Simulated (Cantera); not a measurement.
Feed: 1 mol HBr, 0.026 mol O₂, 28 mol N₂, held at 2798 K and 1 atm.

Method: chemical equilibrium by Gibbs-energy minimisation in Cantera with the NASA 1993 tables (ideal gas, pure condensed phases). Candidate condensed phases: Br₂, H₂O; 27 gas species. Rates play no part.

Base state: N₂ 0.947, Br 0.0290, H₂ 0.00935, H 0.00780, HBr 0.00483, H₂O 0.00112, OH 0.000262, NO 0.000226 (mole fractions); condensed: gas only.

Q: What changes in the equilibrium state with this change: temperature from 2798 K to 2598.15 K?

A: 
```json
[
 {"species": "N₂", "before": "0.947", "after": "0.951"},
 {"species": "Br", "before": "0.0290", "after": "0.0264"},
 {"species": "H₂", "before": "0.00935", "after": "0.00975"},
 {"species": "H", "before": "0.00780", "after": "0.00374"},
 {"species": "HBr", "before": "0.00483", "after": "0.00758"},
 {"species": "O", "before": "0.000138", "after": "3.30e-5"},
 {"species": "NO", "before": "0.000226", "after": "9.36e-5"},
 {"species": "OH", "before": "0.000262", "after": "0.000133"},
 {"species": "H₂O", "before": "0.00112", "after": "0.00150"}
]
```

Q: What changes in the equilibrium state with this change: pressure from 1 atm to 0.100 bar?

A: 
```tsv
species	before	after
N₂	0.947	0.939
Br	0.0290	0.0322
H	0.00780	0.0196
H₂	0.00935	0.00581
O	0.000138	0.000689
HBr	0.00483	0.00133
H₂O	0.00112	0.000344
N	3.33e-6	1.06e-5
```

Q: What changes in the equilibrium state with this change: temperature from 2798 K to 923.15 K?

A: 
```
species    before    after
-------  --------  -------
N₂          0.947    0.965
HBr       0.00483   0.0309
H₂O       0.00112  0.00179
Br         0.0290  8.93e-5
H         0.00780    <1e-9
OH       0.000262    <1e-9
```
